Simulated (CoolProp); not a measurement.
Carbonyl sulfide at 293.15 K and 1.92 MPa is throttled through a valve to 1.34 MPa with no heat exchange. Each further row changes one setting.

Values from CoolProp's reference Helmholtz-energy equation of state, Lemmon 2006. It is a short technical equation, of lower accuracy than the large ones.

```tsv
case	temperature change (K)	final phase	final density (kg/m³)
as stated	+0.1	liquid	1010
outlet pressure 0.402 MPa	?	?	71.4
outlet pressure 1.74 MPa	?	liquid	1010
```

Task: What belongs in the gaps?

Result: 
- outlet pressure 0.402 MPa, temperature change (K): -35.2
- outlet pressure 0.402 MPa, final phase: two-phase, vapour fraction 0.161
- outlet pressure 1.74 MPa, temperature change (K): +0.0
